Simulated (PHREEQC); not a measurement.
Leach liquor: an equilibrium model

A solution holds 0.0031 mol HCl, 0.00088 mol MnSO4 and 0.014 mol Na2SO4 per kg of water, at 20 °C. Closed to the air; pH follows from the charge balance.

The numbers come from PHREEQC with the ion-association model, wateq4f.dat.

Each row changes one thing in this solution. No solid was allowed to form.

```
case                                         pH  ionic strength (mol/kgw)  SO4-2 (mol/kgw)  HSO4- (mol/kgw)
-----------------------------------------  ----  ------------------------  ---------------  ---------------
as made                                    2.77                    0.0436           0.0127          0.00111
MnSO4 from 0.00088 to 0.000176 mol/kgw     2.76                    0.0418           0.0123          0.00109
HCl replaced by LiCl at the same molality  7.06                    0.0455           0.0136          6.00e-8
diluted 10-fold with water                 3.58                   0.00474          0.00144          2.68e-5
HCl from 0.0031 to 0.0155 mol/kgw          2.03                    0.0500          0.00960          0.00447
diluted 100-fold with water                4.52                  0.000484         0.000148          3.59e-7
diluted 5-fold with water                  3.31                   0.00932          0.00281          8.91e-5
MnSO4 left out                             2.76                    0.0414           0.0121          0.00108
Na2SO4 left out                            2.56                   0.00615         0.000699         0.000132
```

Complexes and solids missing from the database can't appear.
